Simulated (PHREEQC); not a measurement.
## Leach liquor: an equilibrium model

Dissolve 0.0047 mol H2SO4, 0.0058 mol NiSO4 and 0.0019 mol Fe2(SO4)3 per kg of water at 35 °C. Closed to the air; pH follows from the charge balance.

All values are PHREEQC results (ion-association model, wateq4f.dat), not measurements.

No solid was allowed to form.

Predict the pH.

pH 2.25.

In which forms is S present?

SO4-2 47 %, HSO4- 20 %, FeSO4+ 19 %, NiSO4 11 %, Fe(SO4)2- 3.4 % of the S.

The solution is supersaturated, for example in Hematite (slow to form), Goethite (slow to form), so a real one may precipitate; this is no full list. Species that the database lacks are ignored.
